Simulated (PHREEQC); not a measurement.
# Alkaline etch or developer: speciation

A solution holds 0.099 mol NaOH per kg of water, at 65 °C. Closed to the air; pH follows from the charge balance.

Equilibrium calculation in PHREEQC: ion-association model, phreeqc.dat.

This is a speciation only: nothing precipitates in the calculation.

**Question.** What pH, density does the model give?

**Answer.** pH 11.77; density 0.985 g/cm³.

Complexes and solids missing from the database can't appear. Away from 25 °C the constants follow the database's enthalpies or fits; those with neither stay at their 25 °C values.
